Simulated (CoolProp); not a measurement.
Acetone at several states: density (kg/m³) from the reference equation and from simpler models built on Tc = 508.1 K, pc = 46.92 bar, ω = 0.307; each cubic takes its own stable root.

Model: reference Helmholtz-energy equation of state, Lemmon 2006, in CoolProp. It is a short technical equation, of lower accuracy than the large ones.

```
T (K)  p (bar)   phase  reference  van der Waals  Soave-Redlich-Kwong  Peng-Robinson
-----  -------  ------  ---------  -------------  -------------------  -------------
427.8     26.3  liquid      617.1          317.9                472.2              ?
524.1     8.23     gas      11.72          11.55                11.61          11.69
509.6    0.294     gas     0.4040         0.4037               0.4039         0.4040
480.8    0.106     gas     0.1542         0.1541               0.1541         0.1542
473.6     57.6  liquid      544.7          299.9                406.6          457.5
322.2     7.34  liquid      758.0              ?                593.8              ?
```

Q: Some entries are withheld; supply them.

A: 
- 427.8, Peng-Robinson: 535.3
- 322.2, van der Waals: 388.6
- 322.2, Peng-Robinson: 670.6
